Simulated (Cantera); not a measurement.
Cantera run, input and output.

```python
import numpy as np
import cantera as ct

gas = ct.Solution("gri30.yaml")
gas.TPX = 748, 140000, {'CH4': 1, 'CO': 0.53, 'O2': 2.8, 'N2': 10.5, 'H2O': 2.7}
inlet = ct.Reservoir(gas, clone=True)
gas.equilibrate("HP")  # start burning
reactor = ct.IdealGasConstPressureReactor(gas, energy="on", clone=False)
exhaust = ct.Reservoir(gas, clone=True)
tau = [0.02, 0.0072, 0.0025, 0.00087, 0.0003, 0.00011, 3.7e-05, 1.3e-05, 4.5e-06][0]
for a, b in ((inlet, reactor), (reactor, exhaust)):
    ct.MassFlowController(a, b, mdot=lambda t: reactor.mass / tau)
net = ct.ReactorNet([reactor])
show = ['CH4', 'CO', 'O2', 'HCO', 'NO', 'N2O']

rows = []
print(f"{'tau/s':>10s}{'T/K':>9s}" + "".join(f"{s:>11s}" for s in show))
for tau in [0.02, 0.0072, 0.0025, 0.00087, 0.0003, 0.00011, 3.7e-05, 1.3e-05, 4.5e-06]:
    net.initial_time = 0.0
    net.advance(30 * tau)
    before = gas.X
    net.advance(40 * tau)
    drift = np.max(np.abs(gas.X - before) / (gas.X + 1e-9))
    rows.append([gas.T, *gas[show].X, drift])
    print(f"{tau:10.3e}{gas.T:9.1f}" + "".join(f"{x:11.3e}" for x in gas[show].X))
```

Output:

```
     tau/s      T/K        CH4         CO         O2        HCO         NO        N2O
 2.000e-02   2093.6  9.646e-06  2.403e-03  3.161e-02  4.564e-08  1.430e-04  2.497e-07
 7.200e-03   2075.1  2.063e-05  3.735e-03  3.239e-02  1.287e-07  8.639e-05  2.881e-07
 2.500e-03   2040.6  4.340e-05  6.184e-03  3.390e-02  3.776e-07  5.695e-05  3.030e-07
 8.700e-04   1986.5  9.335e-05  1.001e-02  3.643e-02  1.099e-06  3.866e-05  2.800e-07
 3.000e-04   1908.1  2.216e-04  1.583e-02  4.049e-02  3.198e-06  2.501e-05  2.404e-07
 1.100e-04   1804.6  6.144e-04  2.525e-02  4.724e-02  8.784e-06  1.361e-05  2.005e-07
 3.700e-05    748.0  5.705e-02  3.023e-02  1.597e-01  1.737e-20  6.238e-20  2.322e-20
 1.300e-05    748.0  5.705e-02  3.023e-02  1.597e-01  1.084e-20 -4.088e-25  5.370e-21
 4.500e-06    748.0  5.705e-02  3.023e-02  1.597e-01  4.383e-21  1.549e-29  9.767e-22
```

Computed with Cantera and GRI-Mech 3.0 (53 species, 325 reactions).
